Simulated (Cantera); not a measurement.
Charge: 1 mol Ti(OiPr)₄, 0.56 mol C₃H₈, at 10.0 Torr.

These are equilibrium values from Cantera (NASA tables, ideal gas, pure condensed phases), not measurements of a reactor. Candidate condensed phases: C, C₆H₆, C₇H₈, C₈H₁₈, H₂O, Ti, TiC, TiO, TiO₂, Ti₂O₃, Ti₃O₅, Ti₄O₇; 113 gas species. The feed counts by its element totals alone. Mutual solubility and eutectic melting of coexisting phases are not modelled. TiC: taken at fixed stoichiometry. Equilibrium is a limit: real reactors are often held back by kinetics, nucleation or transport.

Which condensed phases are stable at each of these points (T (°C)): 950, 1050, 1150, 1250, 1350, 1450, 1550, 1650, 1750, 1850?


```tsv
T (°C)	condensed phases	Ti condensed (%)
950	C(graphite) + TiC(s) + Ti₃O₅(s)	100.0
1050	C(graphite) + TiC(s)	100.0
1150	C(graphite) + TiC(s)	100.0
1250	C(graphite) + TiC(s)	100.0
1350	C(graphite) + TiC(s)	100.0
1450	C(graphite) + TiC(s)	100.0
1550	C(graphite) + TiC(s)	100.0
1650	C(graphite) + TiC(s)	100.0
1750	C(graphite) + TiC(s)	100.0
1850	C(graphite) + TiC(s)	100.0
```

At 950 °C the condensed part is C(graphite) + TiC(s) + Ti₃O₅(s). From 1050 °C to 1850 °C the condensed part is C(graphite) + TiC(s).
